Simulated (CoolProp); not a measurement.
n-decane along the isobar 11.7 MPa: Z from the reference equation and from simpler models built on Tc = 344.5 °C, pc = 2.101 MPa, ω = 0.488; each cubic takes its own stable root.

Computed with CoolProp (reference Helmholtz-energy equation of state, Lemmon 2006). It is a short technical equation, of lower accuracy than the large ones.

```csv
T (°C),phase,reference,van der Waals,Redlich-Kwong,Soave-Redlich-Kwong
-6.05,liquid,0.9887,1.818,1.248,1.216
13.45,liquid,0.9392,1.712,1.178,1.145
32.85,liquid,0.8967,1.620,1.119,1.085
52.25,liquid,0.8597,1.540,1.068,1.033
71.75,liquid,0.8274,1.469,1.023,0.9872
91.15,liquid,0.7993,1.407,0.9839,0.9478
110.55,liquid,0.7747,1.351,0.9498,0.9136
130.05,liquid,0.7531,1.301,0.9198,0.8837
149.45,liquid,0.7344,1.257,0.8937,0.8581
168.85,liquid,0.7182,1.217,0.8708,0.8360
188.25,liquid,0.7044,1.180,0.8509,0.8173
207.75,liquid,0.6926,1.148,0.8336,0.8016
227.15,liquid,0.6830,1.118,0.8187,0.7890
246.55,liquid,0.6753,1.091,0.8061,0.7791
266.05,liquid,0.6696,1.067,0.7955,0.7720
285.45,liquid,0.6658,1.045,0.7869,0.7677
```
